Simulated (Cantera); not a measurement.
**NO annealing gas**

An isothermal, constant-pressure homogeneous reactor starts with 88.5 % NO, 11.5 % N2, at 1875 K and 19000 Pa.

Computed with Cantera and GRI-Mech 3.0 (53 species, 325 reactions).

```json
[
 {"t (s)": "2.00e-6", "x NO": "0.885", "x O2": "1.75e-11", "x N2O": "1.31e-7", "x N2": "0.115", "x O": "1.31e-7", "x NO2": "4.43e-10"},
 {"t (s)": "1.15e-5", "x NO": "0.885", "x O2": "5.77e-10", "x N2O": "7.55e-7", "x N2": "0.115", "x O": "7.42e-7", "x NO2": "1.45e-8"},
 {"t (s)": "6.63e-5", "x NO": "0.885", "x O2": "1.82e-8", "x N2O": "4.32e-6", "x N2": "0.115", "x O": "3.93e-6", "x NO2": "4.46e-7"},
 {"t (s)": "0.000382", "x NO": "0.885", "x O2": "5.56e-7", "x N2O": "2.41e-5", "x N2": "0.115", "x O": "1.57e-5", "x NO2": "1.01e-5"},
 {"t (s)": "0.00220", "x NO": "0.885", "x O2": "2.59e-5", "x N2O": "0.000117", "x N2": "0.115", "x O": "4.45e-5", "x NO2": "9.11e-5"},
 {"t (s)": "0.0126", "x NO": "0.883", "x O2": "0.000644", "x N2O": "0.000297", "x N2": "0.116", "x O": "7.07e-5", "x NO2": "0.000173"},
 {"t (s)": "0.0728", "x NO": "0.874", "x O2": "0.00502", "x N2O": "0.000312", "x N2": "0.120", "x O": "8.16e-5", "x NO2": "0.000205"},
 {"t (s)": "0.419", "x NO": "0.825", "x O2": "0.0297", "x N2O": "0.000269", "x N2": "0.145", "x O": "0.000120", "x NO2": "0.000316"},
 {"t (s)": "2.41", "x NO": "0.594", "x O2": "0.145", "x N2O": "0.000129", "x N2": "0.260", "x O": "0.000222", "x NO2": "0.000463"},
 {"t (s)": "13.9", "x NO": "0.141", "x O2": "0.371", "x N2O": "6.83e-6", "x N2": "0.487", "x O": "0.000340", "x NO2": "0.000176"},
 {"t (s)": "80.0", "x NO": "0.0106", "x O2": "0.437", "x N2O": "1.57e-7", "x N2": "0.552", "x O": "0.000367", "x NO2": "1.44e-5"}
]
```
x: mole fraction; the columns are a selection and need not sum to one.

Equilibrium at this temperature and pressure: NO 0.00646, O2 0.439, N2O 1.34e-7, N2 0.554, O 0.000368, NO2 8.78e-6 (gas phase only).
